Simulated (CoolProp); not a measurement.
Vapour-liquid equilibrium of hydrogen sulfide (1) + propane (2) at 0.077 MPa; x and y are mole fractions of (1).

The numbers come from the multi-fluid Helmholtz-energy mixture model, Lemmon 2006 and Lemmon 2009; pair parameters Kunz 2012 in CoolProp.

| x | bubble temperature (°C) | y at the bubble point | dew temperature at overall composition x (°C) | liquid density (mol/L) |
|---|---|---|---|---|
| 0.05 | -55.1 | [?] | -49.2 | 13.79 |
| 0.15 | -62.4 | 0.565 | -51.3 | 14.65 |
| 0.25 | -65.5 | 0.655 | -53.6 | 15.57 |
| 0.35 | [?] | [?] | -56.1 | 16.62 |
| 0.45 | -67.4 | 0.717 | [?] | 17.84 |
| 0.55 | -67.7 | 0.730 | -61.9 | 19.25 |
| 0.65 | -67.8 | 0.741 | -65.3 | 20.88 |
| 0.75 | -67.9 | 0.758 | -67.9 | 22.74 |
| 0.85 | -67.8 | 0.795 | -67.3 | 24.81 |
| 0.95 | -66.9 | 0.892 | -66.2 | 27.02 |

### Question
What belongs in the gaps?

### Answer

- 0.05, y at the bubble point: 0.315
- 0.35, bubble temperature (°C): -66.8
- 0.35, y at the bubble point: 0.696
- 0.45, dew temperature at overall composition x (°C): -58.8

y crosses x between x = 0.75 and 0.85: the model has an azeotrope there.

The pair parameters rest on a limited set of measurements; away from them the model extrapolates. With so large a gap from Raoult's law the liquid may split in two, which this calculation doesn't test in full.
